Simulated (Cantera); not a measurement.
Feed: 1 mol Al, 4.2 mol I₂, at 0.100 bar.

Method: chemical equilibrium by Gibbs-energy minimisation in Cantera with the NASA 1993 tables (ideal gas, pure condensed phases). Candidate condensed phases: Al, AlI₃, I₂; 7 gas species. Rates play no part.

x: gas mole fraction; nothing condenses.

| T (K) | x I₂ | x AlI₃ | x Al₂I₆ | x I |
|---|---|---|---|---|
| 550 | 0.805 | 0.0917 | 0.103 | 8.52e-5 |
| 575 | 0.789 | 0.130 | 0.0812 | 0.000174 |
| 600 | 0.772 | ? | ? | ? |
| 625 | 0.757 | 0.203 | 0.0388 | 0.000610 |
| 650 | 0.746 | 0.229 | 0.0240 | 0.00106 |
| 675 | 0.739 | 0.245 | 0.0142 | 0.00179 |
| 700 | 0.733 | 0.255 | ? | ? |
| 725 | 0.729 | 0.261 | 0.00495 | 0.00454 |
| 750 | 0.726 | 0.264 | 0.00299 | 0.00691 |
| 775 | 0.722 | 0.266 | 0.00185 | 0.0102 |
| 800 | 0.718 | 0.266 | 0.00118 | 0.0148 |
| 825 | 0.712 | 0.266 | 0.000766 | 0.0209 |
| 850 | 0.705 | 0.265 | 0.000510 | 0.0289 |

Fill in the missing entries.


- 600, x AlI₃: 0.169
- 600, x Al₂I₆: 0.0586
- 600, x I: 0.000334
- 700, x Al₂I₆: 0.00836
- 700, x I: 0.00289
